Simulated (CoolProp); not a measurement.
Methanol at 467.07 K and 0.899 MPa is throttled through a valve to 0.585 MPa with no heat exchange. Each further row changes one setting.

Model: reference Helmholtz-energy equation of state, de Reuck 1993, in CoolProp.

```tsv
case	temperature change (K)	final density (kg/m³)
as stated	-6.1	5.09
outlet pressure 0.175 MPa	-14.7	1.51
outlet pressure 0.76 MPa	-2.7	6.63
```
